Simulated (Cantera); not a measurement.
Charge: 1 mol SiCl₄, 1.6 mol H₂, equilibrated at 798.15 K and 101000 Pa.

These are equilibrium values from Cantera (NASA tables, ideal gas, pure condensed phases), not measurements of a reactor. Candidate condensed phases: Si; 19 gas species. The tables' values for SiCl₃ are old estimates; treat these amounts as uncertain. The numbers say what is thermodynamically allowed, not how fast it happens.

Base state: H₂ 0.601, SiCl₄ 0.371, HCl 0.0141, SiHCl₃ 0.0140, SiH₂Cl₂ 4.24e-5, SiCl₃ 1.19e-5 (mole fractions); condensed: gas only.

### Question
What changes in the equilibrium state with this change: 0.59 mol HCl added?

### Answer
```tsv
species	before	after
H₂	0.601	0.501
SiCl₄	0.371	0.313
HCl	0.0141	0.186
SiHCl₃	0.0140	0.000744
SiH₂Cl₂	4.24e-5	1.43e-7
SiCl₃	1.19e-5	6.97e-7
```
